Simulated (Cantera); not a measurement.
What does this Cantera script print?

```python
import numpy as np
import cantera as ct

gas_names = """
    H HNO HNO2 HNO3 HO2 H2 H2O H2O2 N NH NH2 NH3 NH2OH NO NO2 NO3 N2 N2H2 N2H4 N2O O OH O2 O3 Si SiH
    SiH2 SiH3 SiH4 SiN SiO SiO2 Si2 Si2N Si3
""".split()
cond_names = """
    H2O(s) H2O(L) Si(cr) Si(L) SiO2(Lqz) SiO2(hqz) SiO2(L) Si2N2O(s) Si3N4(a)
""".split()


def load(file, names, dense=False):
    # The tables refer to 1 bar. Condensed volumes are neglected.
    table = {s.name: s for s in ct.Species.list_from_file(file)}
    out = []
    for n in names:
        d = dict(table[n].input_data)
        d["thermo"] = dict(d["thermo"], **{"reference-pressure": 1e5})
        if dense:
            d["equation-of-state"] = {"model": "constant-volume", "density": "1e6 g/cm^3"}
        out.append(ct.Species.from_dict(d))
    return out


gas = ct.Solution(thermo="ideal-gas", species=load("nasa_gas.yaml", gas_names))
cond = {s.name: ct.Solution(thermo="fixed-stoichiometry", species=[s], name=s.name)
        for s in load("nasa_condensed.yaml", cond_names, dense=True)}
atoms = {
    'Si3N4': {'Si': 3, 'N': 4},
    'N2O': {'N': 2, 'O': 1},
    'H2': {'H': 2},
    'O2': {'O': 2},
}
top_T = {'Si2N2O(s)': 2100, 'Si3N4(a)': 2400}  # K; cautious upper limits of use, not melting points


def equilibrate(T, P, feed):
    n = {}
    for name, mol in feed.items():
        for a, k in atoms[name].items():
            n[a] = n.get(a, 0.0) + k * mol
    gas.TPX = T, P, n
    mass = sum(n.values()) * gas.mean_molecular_weight
    gas.equilibrate("TP")
    valid = [c for c in cond.values() if c.min_temp <= T <= top_T.get(c.name, c.max_temp)]
    mix = ct.Mixture([(gas, mass / gas.mean_molecular_weight)] + [(c, 0.0) for c in valid])
    mix.T, mix.P = T, P
    mix.equilibrate("TP", solver="vcs", rtol=1e-11, max_steps=5000)
    return mix


results = []
feed = {'Si3N4': 1, 'N2O': 1.2, 'H2': 910, 'O2': 0.033}  # mol
P = 1000  # Pa
for T in [1125, 1225, 1325, 1425, 1525, 1625, 1725, 1825, 1925, 2025]:
    mix = equilibrate(T, P, feed)
    results.append((T, P, feed, dict(zip(mix.species_names, mix.species_moles))))

top = {s: max(r[3][s] / sum(r[3][g] for g in gas_names) for r in results) for s in gas_names}
cols = sorted((s for s in top if top[s] > 0.001), key=lambda s: -top[s])[:6]
seen = [c for c in cond_names if any(r[3].get(c, 0) > 1e-12 for r in results)]
print("log10 of partial pressures in bar; condensed amounts in mol")
print(f"{'T/K':>10s}" + "".join(f"{s[:9]:>10s}" for s in cols + seen))
for T, P, feed, n in results:
    ng = sum(n[g] for g in gas_names)
    print(f"{T:10.4g}" + "".join(f"{np.log10(max(n[s] / ng * P / 1e5, 1e-99)):10.3f}" for s in cols)
          + "".join(f"{n.get(c, 0):10.4g}" for c in seen))
```

Result:

```
log10 of partial pressures in bar; condensed amounts in mol
       T/K        H2         H        N2        Si       SiO    Si(cr)     Si(L) Si2N2O(s)  Si3N4(a)
      1125    -2.001    -8.353    -4.750   -15.737   -12.669         0         0     1.266     0.156
      1225    -2.001    -7.507    -4.750   -13.105   -10.457         0         0     1.266     0.156
      1325    -2.001    -6.787    -4.750   -10.874    -8.585         0         0     1.266    0.1561
      1425    -2.001    -6.167    -4.749    -8.960    -6.981         0         0     1.256     0.159
      1525    -2.001    -5.627    -4.587    -7.724    -5.330    0.8909         0     0.839         0
      1625    -2.002    -5.153    -4.456    -6.788    -4.859      1.71         0         0         0
      1725    -2.003    -4.733    -4.457    -5.993    -4.859         0      1.61         0         0
      1825    -2.004    -4.358    -4.457    -5.342    -4.860         0     1.229         0         0
      1925    -2.007    -4.023    -4.459    -4.785    -4.862         0         0         0         0
      2025    -2.011    -3.721    -4.461    -4.766    -4.864         0         0         0         0
```

Equilibrium computed with Cantera from the NASA thermochemical tables; the gas is ideal and each condensed phase is pure. Mutual solubility and eutectic melting of coexisting phases are not modelled. Gases not in the tables: Si2H6 and higher silanes.
